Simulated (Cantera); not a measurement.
Cantera run:

```python
import numpy as np
import cantera as ct

gas_names = """
    CL CLO CL2 H HCL HOCL HO2 H2 H2O H2O2 O OH O2 O3 Si SiCL SiCL2 SiCL3 SiCL4 SiH SiHCL3 SiH2 SiH2CL2
    SiH3 SiH3CL SiH4 SiO SiO2 Si2 Si3
""".split()
cond_names = """
    H2O(s) H2O(L) Si(cr) Si(L) SiO2(Lqz) SiO2(hqz) SiO2(L)
""".split()


# ... load() reads the species with a 1 bar reference pressure and builds the phases ...
atoms = {
    'SiCl4': {'Si': 1, 'CL': 4},
    'O3': {'O': 3},
    'H2': {'H': 2},
}
top_T = {}  # K; cautious upper limits of use, not melting points


# ... equilibrate(T, P, feed) seeds the gas with the atoms and calls Mixture.equilibrate('TP', solver="vcs", rtol=1e-11, max_steps=5000) ...
results = []
feed = {'SiCl4': 1, 'O3': 1.5, 'H2': 0.78}  # mol
T = 1825  # K
P = 260  # Pa
mix = equilibrate(T, P, feed)
results.append((T, P, feed, dict(zip(mix.species_names, mix.species_moles))))
x = sorted(zip(gas.X, gas.species_names), reverse=True)
print(f"T = {T:g} K  P = {P:g} Pa  gas = {mix.phase_moles(0):.4g} mol")
print("   x: " + "  ".join(f"{s} {v:.3e}" for v, s in x if v > 1e-05))
print("   condensed (mol): " + ("  ".join(f"{mix.phase(i).name} {mix.phase_moles(i):.4g}"
      for i in range(1, mix.n_phases) if mix.phase_moles(i) > 1e-12) or "none"))
```

Result:

```
T = 1825 K  P = 260 Pa  gas = 5.247 mol
   x: CL 4.683e-01  HCL 2.847e-01  O2 2.340e-01  H2O 5.834e-03  CL2 4.530e-03  O 1.458e-03  OH 8.798e-04  CLO 2.011e-04  H 3.458e-05  H2 1.603e-05
   condensed (mol): SiO2(L) 1
```

Cantera equilibrium calculation (NASA polynomials, part measured and part estimated; ideal gas, pure solids and liquids). The tables hold silica as quartz up to 1696 K and as liquid above; real silica turns to tridymite and cristobalite and melts near 1996 K.
